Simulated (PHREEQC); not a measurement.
A solution holds 110 mmol/kgw HCl and 120 mmol/kgw ZnSO4, at 25 °C. Closed to the air; pH follows from the charge balance.

Equilibrium calculation in PHREEQC: ion-association model, phreeqc.dat.

This is a speciation only: nothing precipitates in the calculation.

Problem. Estimate the pH.

Solution. pH 1.31.

Problem. In which forms is Cl present?

Solution. Cl- 95 %, ZnCl+ 4.9 % of the Cl.
